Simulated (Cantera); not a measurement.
A closed system holds: 1 mol Fe2O3, 3 mol HCl, held at 0.133 bar.

Cantera equilibrium calculation (NASA polynomials, part measured and part estimated; ideal gas, pure solids and liquids). Candidate condensed phases: Fe, FeCl2, FeCl3, FeO, Fe(OH)2, Fe(OH)3, Fe2O3, Fe3O4, H2O; 22 gas species. Kinetics and transport are ignored.

Question: What share of the Fe ends up in condensed phases as a function of T (°C), at 652, 702, 752, 802, 852, 902, 952, 1002, 1052, 1102, 1152, 1202, 1252, 1302?

Answer: 
| T (°C) | Fe condensed (%) | as |
|---|---|---|
| 652 | 96.7 | Fe2O3(s) |
| 702 | 96.1 | Fe2O3(s) |
| 752 | 95.5 | Fe2O3(s) |
| 802 | 94.8 | Fe2O3(s) |
| 852 | 94.1 | Fe2O3(s) |
| 902 | 93.2 | Fe2O3(s) |
| 952 | 92.2 | Fe2O3(s) |
| 1002 | 90.9 | Fe2O3(s) |
| 1052 | 89.1 | Fe2O3(s) |
| 1102 | 86.9 | Fe2O3(s) |
| 1152 | 84.3 | Fe2O3(s) |
| 1202 | 81.3 | Fe2O3(s) |
| 1252 | 80.2 | Fe3O4(s) |
| 1302 | 77.5 | Fe3O4(s) |
